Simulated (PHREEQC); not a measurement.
0.15 g of hydrous ferric oxide (600 m²/g; 0.2 weak and 0.005 strong sites per Fe, Dzombak-Morel constants, diffuse double layer) in 1 kg of water with 0.01 mol/kgw of an inert sodium salt and 0.6 mmol/kgw H3BO3 and 0.0015 mmol/kgw Na2SO4, at 25 °C; the pH is set by adding NaOH or the inert anion's acid. Oxygen alone is held at its pressure in air (log pO2 = -0.68). CO2 from the air is kept out. Nothing may precipitate in this run.

Equilibrium calculation in PHREEQC: ion-association model, wateq4f.dat.

```csv
pH,B sorbed (%),S sorbed (%),surface charge σ (C/m²)
3,0.0,100.0,0.322
3.5,0.0,100.0,0.273
4,0.1,99.9,0.214
4.5,0.1,99.8,0.159
5,0.1,99.3,0.112
5.5,0.1,96.9,0.076
6,0.1,85.0,0.049
6.5,0.1,47.2,0.030
7,0.1,11.0,0.017
7.5,0.1,1.5,0.008
8,0.1,0.2,0.001
8.5,0.1,0.0,-0.005
9,0.1,0.0,-0.013
```

Complexes and solids missing from the database can't appear. The oxide is taken as insoluble; below pH 4 it would dissolve.
